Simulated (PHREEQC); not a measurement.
1 kg of water holding 5.5 mmol/kgw SrCl2 and 160 mmol/kgw KCl is evaporated at 25 °C; the solids stay in contact with the brine. No CO2 enters from the air. Solids allowed: Sylvite. Others were left out.

Equilibrium calculation in PHREEQC: Pitzer model, pitzer.dat.

```json
[
 {"water left (kg)": "1", "ionic strength": "0.176", "water activity": "0.994", "Sylvite (mol)": "0"},
 {"water left (kg)": "0.8219", "ionic strength": "0.215", "water activity": "0.993", "Sylvite (mol)": "0"},
 {"water left (kg)": "0.5552", "ionic strength": "0.318", "water activity": "0.990", "Sylvite (mol)": "0"},
 {"water left (kg)": "0.4563", "ionic strength": "…", "water activity": "0.988", "Sylvite (mol)": "0"},
 {"water left (kg)": "0.375", "ionic strength": "0.471", "water activity": "0.986", "Sylvite (mol)": "0"},
 {"water left (kg)": "0.2533", "ionic strength": "0.697", "water activity": "…", "Sylvite (mol)": "0"},
 {"water left (kg)": "0.2082", "ionic strength": "0.848", "water activity": "0.974", "Sylvite (mol)": "0"},
 {"water left (kg)": "0.1711", "ionic strength": "1.03", "water activity": "…", "Sylvite (mol)": "0"},
 {"water left (kg)": "0.1156", "ionic strength": "1.53", "water activity": "0.954", "Sylvite (mol)": "0"},
 {"water left (kg)": "0.09502", "ionic strength": "1.86", "water activity": "…", "Sylvite (mol)": "0"},
 {"water left (kg)": "0.06418", "ionic strength": "2.75", "water activity": "0.915", "Sylvite (mol)": "0"},
 {"water left (kg)": "0.05275", "ionic strength": "3.35", "water activity": "0.896", "Sylvite (mol)": "0"},
 {"water left (kg)": "0.04335", "ionic strength": "4.07", "water activity": "0.872", "Sylvite (mol)": "0"},
 {"water left (kg)": "0.0293", "ionic strength": "5.06", "water activity": "0.840", "Sylvite (mol)": "0.0283"},
 {"water left (kg)": "0.02407", "ionic strength": "5.12", "water activity": "…", "Sylvite (mol)": "…"},
 {"water left (kg)": "0.01979", "ionic strength": "5.19", "water activity": "0.838", "Sylvite (mol)": "0.0738"},
 {"water left (kg)": "0.01337", "ionic strength": "5.39", "water activity": "0.836", "Sylvite (mol)": "0.104"},
 {"water left (kg)": "0.01099", "ionic strength": "5.52", "water activity": "0.834", "Sylvite (mol)": "0.116"},
 {"water left (kg)": "0.00903", "ionic strength": "5.69", "water activity": "0.831", "Sylvite (mol)": "0.125"},
 {"water left (kg)": "0.006093", "ionic strength": "6.15", "water activity": "0.823", "Sylvite (mol)": "0.139"},
 {"water left (kg)": "0.005012", "ionic strength": "6.47", "water activity": "0.817", "Sylvite (mol)": "0.144"}
]
```

**Question.** Complete the blanks.

**Answer.** 
- 0.4563, ionic strength: 0.387
- 0.2533, water activity: 0.979
- 0.1711, water activity: 0.969
- 0.09502, water activity: 0.943
- 0.02407, water activity: 0.839
- 0.02407, Sylvite (mol): 0.0533
